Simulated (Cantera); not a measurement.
A closed system holds: 1 mol SiO2, 0.88 mol C, 9.5 mol H2, at 1000 Pa.

Equilibrium computed with Cantera from the NASA thermochemical tables; the gas is ideal and each condensed phase is pure. Candidate condensed phases: C, C6H6, C7H8, C8H18, H2O, Si, SiC, SiO2; 123 gas species. Equilibrium is a limit: real reactors are often held back by kinetics, nucleation or transport.

Q: At 2098 K, list the 4 most abundant gas species with their mole fractions, and the condensed phases.

A: H2 0.799, SiO 0.0867, CO 0.0761, H 0.0275. Condensed: gas only.
